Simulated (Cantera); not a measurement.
# Hydrocarbon pyrolysis for carbon deposition

An isothermal, constant-pressure homogeneous reactor starts with 14.5 % CH₄, 85.5 % H₂, at 1950 K and 120 Torr.

Detailed kinetics in Cantera: GRI-Mech 3.0 (53 species, 325 reactions). GRI-Mech 3.0 stops at C3 and has no aromatics, soot or wall deposition, so with more carbon than oxygen in the feed, carbon stays in small species such as C2H2 where larger ones or solid carbon would form.

| t (s) | x CH₄ | x H₂ | x C₂H | x CH₃ | x H | x C₂H₆ |
|---|---|---|---|---|---|---|
| 5.00e-5 | 0.144 | 0.855 | 1.53e-12 | 0.000925 | 0.000284 | 3.00e-6 |
| 0.000251 | 0.138 | 0.856 | 8.34e-9 | 0.00402 | 0.00128 | 6.36e-5 |
| 0.00126 | 0.0970 | 0.878 | 6.48e-7 | 0.00451 | 0.00209 | 6.64e-5 |
| 0.00631 | 0.0353 | 0.914 | 1.92e-6 | 0.00182 | 0.00240 | 1.01e-5 |
| 0.0316 | 0.00720 | 0.930 | 2.71e-6 | 0.000412 | 0.00269 | 4.83e-7 |
| 0.159 | 0.00145 | 0.933 | 2.92e-6 | 8.56e-5 | 0.00278 | 2.27e-8 |
| 0.795 | 0.000752 | 0.934 | 2.94e-6 | 4.46e-5 | 0.00279 | 7.89e-9 |
| 3.99 | 0.000748 | 0.934 | 2.94e-6 | 4.43e-5 | 0.00279 | 7.84e-9 |
| 20.0 | 0.000748 | 0.934 | 2.94e-6 | 4.43e-5 | 0.00279 | 7.84e-9 |
x: mole fraction; the columns are a selection and need not sum to one.

Equilibrium at this temperature and pressure: CH₄ 0.000748, H₂ 0.934, C₂H 2.94e-6, CH₃ 4.43e-5, H 0.00279, C₂H₆ 7.84e-9 (gas phase only).
